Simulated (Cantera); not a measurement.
A perfectly stirred reactor is fed with 89.9 % NH₃, 10.1 % H₂, at 1330 Pa; it is held at 1973 K, and followed from long to short residence time.

Cantera simulation using the gas-phase N/H chemistry of the illustrative SiF4/NH3 mechanism in the Surface Chemkin manual (1991); the numbers are that mechanism's predictions, not measurements. Walls and surfaces, which speed up NH3 decomposition in real reactors, are not modelled.

### Question
Predict: x(NH₃) at τ = 2.90 s; x(H₂) at τ = 2.90 s; x(H) at τ = 2.90 s; x(NH₂) at τ = 2.90 s; x(N₂H₂) at τ = 2.90 s; x(NH₃) at τ = 17.0 ms; x(H₂) at τ = 17.0 ms; x(H) at τ = 17.0 ms; x(NH₂) at τ = 17.0 ms; x(N₂H₂) at τ = 17.0 ms.

### Answer
```json
{
 "x(NH₃) at τ = 2.90 s": "0.267",
 "x(H₂) at τ = 2.90 s": "0.566",
 "x(H) at τ = 2.90 s": "0.000443",
 "x(NH₂) at τ = 2.90 s": "0.000600",
 "x(N₂H₂) at τ = 2.90 s": "2.36e-6",
 "x(NH₃) at τ = 17.0 ms": "0.888",
 "x(H₂) at τ = 17.0 ms": "0.108",
 "x(H) at τ = 17.0 ms": "5.30e-5",
 "x(NH₂) at τ = 17.0 ms": "0.00123",
 "x(N₂H₂) at τ = 17.0 ms": "9.31e-6"
}
```
